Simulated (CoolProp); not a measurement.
A Linde-Hampson liquefier for normal hydrogen: isothermal reversible compression at 230 K from 1 atm to 30 MPa, throttling to 1 atm, return gas leaving the recuperator 10 K below the feed. Each further row changes one setting.

Model: reference Helmholtz-energy equation of state, Leachman 2009, in CoolProp.

| case | compression work (kJ/kg of gas) |
|---|---|
| as stated | 5600 |
| high pressure 60 MPa | 6490 |
| warm-end temperature 260 K | 6320 |
| warm-end gap 15 K | 5600 |
